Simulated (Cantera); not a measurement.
A perfectly stirred reactor is fed with NH3 : N2 = 1 : 28 (molar parts), at 0.0190 bar; it is held at 1875 K, and followed from long to short residence time.

Cantera simulation using the gas-phase N/H chemistry of the illustrative SiF4/NH3 mechanism in the Surface Chemkin manual (1991); the numbers are that mechanism's predictions, not measurements. Walls and surfaces, which speed up NH3 decomposition in real reactors, are not modelled.

One state of this run: x NH3 = 0.0339; x N2H4 = 6.46e-10; x N2H2 = 1.81e-7; x H2 = 0.000693; x N2 = 0.965; x NH2 = 0.000157. x: mole fraction; the columns are a selection and need not sum to one.

Problem. Which value of τ (s) does it belong to?
A. 0.0049
B. 0.79
C. 0.017
D. 0.062

Solution. D, 0.062
